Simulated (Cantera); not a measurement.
Input: 1 mol MgCO3, 4.2 mol SO2, 0.053 mol CO2, equilibrated at 0.133 bar.

Method: chemical equilibrium by Gibbs-energy minimisation in Cantera with the NASA 1993 tables (ideal gas, pure condensed phases). Candidate condensed phases: C, Mg, MgCO3, MgO, MgS, MgSO4, S; 26 gas species. Rates play no part.

Q: At 1800 K, list the 7 most abundant gas species with their mole fractions, and the condensed phases.

A: SO2 0.797, CO2 0.197, CO 0.00265, O2 0.00177, SO 0.00103, SO3 0.000129, O 1.40e-5. Condensed: MgO(s).
